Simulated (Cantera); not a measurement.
Mixture: 8.90 % CO, 9.80 % H₂, 18.9 % O₂, 62.4 % N₂, at 33000 Pa, adiabatic and at constant volume. Ignition delay is the time to a rise of 400 K.

Model: GRI-Mech 3.0 (53 species, 325 reactions), integrated in Cantera. Where the delays flatten at high temperature, the 400 K rule measures the pace of heat release, not the induction time.

Predict: delay at 1225 K; delay at 1425 K; delay at 1625 K; delay at 1825 K; delay at 2025 K.


* **delay at 1225 K**: 0.179 ms
* **delay at 1425 K**: 0.136 ms
* **delay at 1625 K**: 0.155 ms
* **delay at 1825 K**: 0.212 ms
* **delay at 2025 K**: 0.303 ms
